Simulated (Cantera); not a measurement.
A perfectly stirred reactor is fed with CH4 : O2 : N2 = 1 : 1.67 : 10.8 (molar parts), equivalence ratio 1.2, at 7500 Torr; it is adiabatic with a 325 K inlet, and is followed from long to short residence time, starting on the burning branch (τ in s: 0.051, 0.017, 0.0059, 0.002, 0.00069, 0.00023, 8e-05, 2.7e-05, 9.3e-06, 3.2e-06).

Detailed kinetics in Cantera: GRI-Mech 3.0 (53 species, 325 reactions).

Question: What does this change do: inlet temperature 325 to 673 K?

Answer: 
| quantity | before | after |
|---|---|---|
| blow-out, bracketed by the residence times tried | burning at 5.90 ms, out at 2.00 ms | burning at 0.690 ms, out at 0.230 ms |
| x(CH4) at τ = 51.0 ms | 0.00360 | 0.000753 |
| x(O2) at τ = 51.0 ms | 0.00196 | 0.000288 |
| x(NO2) at τ = 51.0 ms | 2.94e-10 | 7.39e-10 |
| x(HCO) at τ = 51.0 ms | 8.48e-9 | 1.46e-8 |
| x(C2H4) at τ = 51.0 ms | 0.000123 | 3.99e-6 |
| x(CH4) at τ = 0.230 ms | 0.0742 | 0.0742 |
| x(O2) at τ = 0.230 ms | 0.124 | 0.124 |
| x(NO2) at τ = 0.230 ms | <1e-12 | <1e-12 |
| x(HCO) at τ = 0.230 ms | <1e-12 | <1e-12 |
| x(C2H4) at τ = 0.230 ms | <1e-12 | <1e-12 |
